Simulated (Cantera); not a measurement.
A closed system holds: 1 mol Fe3O4, 3.1 mol CO, equilibrated at 143 Torr.

Equilibrium computed with Cantera from the NASA thermochemical tables; the gas is ideal and each condensed phase is pure. Candidate condensed phases: C, Fe, Fe(CO)5, FeO, Fe2O3, Fe3O4; 15 gas species. The tables' stoichiometric FeO is somewhat more stable than real wüstite, so its field is too wide. FeO: taken at fixed stoichiometry. The numbers say what is thermodynamically allowed, not how fast it happens.

Which condensed phases are stable at each of these points (T (°C)): 975, 1125, 1275, 1425, 1575, 1725, 1875, 2025?


```csv
T (°C),condensed phases,Fe condensed (%)
975,FeO(s),100.0
1125,FeO(s),100.0
1275,FeO(s),100.0
1425,FeO(l),100.0
1575,FeO(l),100.0
1725,FeO(l),100.0
1875,FeO(l),99.8
2025,FeO(l),99.3
```

From 975 °C to 1275 °C the condensed part is FeO(s). From 1425 °C to 2025 °C the condensed part is FeO(l).
